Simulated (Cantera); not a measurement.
A perfectly stirred reactor is fed with H2 : O2 = 0.096 : 1 (molar parts), at 1330 Pa; it is held at 1300 K, and followed from long to short residence time.

Computed with Cantera and the H2/O2 subset of GRI-Mech 3.0, which has no nitrogen chemistry. Radical loss at walls, strong at low pressure, is not modelled. The temperature is held fixed by assumption; the heat of reaction is taken as removed at once.

Question: What does this change do: temperature 1300 to 1250 K?

Answer: 
```tsv
quantity	before	after
x(H2) at τ = 8.20 s	7.62e-5	7.64e-5
x(O2) at τ = 8.20 s	0.907	0.907
x(O) at τ = 8.20 s	0.00112	0.000965
x(OH) at τ = 8.20 s	0.00118	0.000955
x(HO2) at τ = 8.20 s	7.94e-7	9.38e-7
x(H2) at τ = 0.120 s	0.00101	0.00101
x(O2) at τ = 0.120 s	0.890	0.892
x(O) at τ = 0.120 s	0.0158	0.0138
x(OH) at τ = 0.120 s	0.00440	0.00365
x(HO2) at τ = 0.120 s	3.14e-6	3.60e-6
```

Question: What does this change do: H2 0.096 to 0.027 parts?

Answer: 
```csv
quantity,before,after
x(H2) at τ = 8.20 s,7.62e-5,2.38e-5
x(O2) at τ = 8.20 s,0.907,0.972
x(O) at τ = 8.20 s,0.00112,0.00105
x(OH) at τ = 8.20 s,0.00118,0.000614
x(HO2) at τ = 8.20 s,7.94e-7,3.27e-7
x(H2) at τ = 0.120 s,0.00101,0.000265
x(O2) at τ = 0.120 s,0.890,0.961
x(O) at τ = 0.120 s,0.0158,0.0111
x(OH) at τ = 0.120 s,0.00440,0.00202
x(HO2) at τ = 0.120 s,3.14e-6,1.19e-6
```
